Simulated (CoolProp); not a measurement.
Vapour pressure (MPa) of carbonyl sulfide: the reference equation beside estimates from Tc = 378.8 K, pc = 6.369 MPa, ω = 0.098. Clausius-Clapeyron is anchored at 250.2 K with a constant enthalpy of vaporisation of 17.39 kJ/mol.

Values from CoolProp's reference Helmholtz-energy equation of state, Lemmon 2006. It is a short technical equation, of lower accuracy than the large ones.

| T (K) | reference | Lee-Kesler | Clausius-Clapeyron | van der Waals | Redlich-Kwong | Soave-Redlich-Kwong | Peng-Robinson |
|---|---|---|---|---|---|---|---|
| 242.3 | 0.2291 | 0.2277 | 0.2340 | 0.7931 | 0.2479 | 0.2274 | 0.2302 |
| 246.3 | 0.2665 | 0.2653 | 0.2692 | 0.8670 | 0.2894 | 0.2649 | 0.2675 |
| 250.2 | 0.3073 | 0.3062 | 0.3073 | 0.9434 | 0.3346 | 0.3058 | 0.3081 |
| 254.1 | 0.3527 | 0.3518 | 0.3494 | 1.024 | 0.3849 | 0.3514 | 0.3533 |
| 258.1 | 0.4043 | 0.4036 | 0.3969 | 1.111 | 0.4419 | 0.4033 | 0.4046 |
| 262 | 0.4599 | 0.4595 | 0.4478 | 1.201 | 0.5032 | 0.4592 | 0.4600 |
| 265.9 | 0.5209 | 0.5209 | 0.5034 | 1.295 | 0.5705 | 0.5208 | 0.5208 |
| 269.8 | 0.5879 | 0.5882 | 0.5640 | 1.395 | 0.6440 | 0.5884 | 0.5876 |
| 273.8 | 0.6630 | 0.6637 | 0.6316 | 1.501 | 0.7262 | 0.6643 | 0.6625 |
| 277.7 | 0.7427 | 0.7438 | 0.7031 | 1.610 | 0.8134 | 0.7451 | 0.7421 |
| 281.6 | 0.8294 | 0.8309 | 0.7804 | 1.724 | 0.9076 | 0.8329 | 0.8287 |

Absolute difference from the reference over all 11 rows, mean and median: Lee-Kesler 0.2 and 0.2 %, Clausius-Clapeyron 2.9 and 2.6 %, van der Waals 167.4 and 161.1 %, Redlich-Kwong 9.2 and 9.4 %, Soave-Redlich-Kwong 0.3 and 0.3 %, Peng-Robinson 0.2 and 0.1 %.
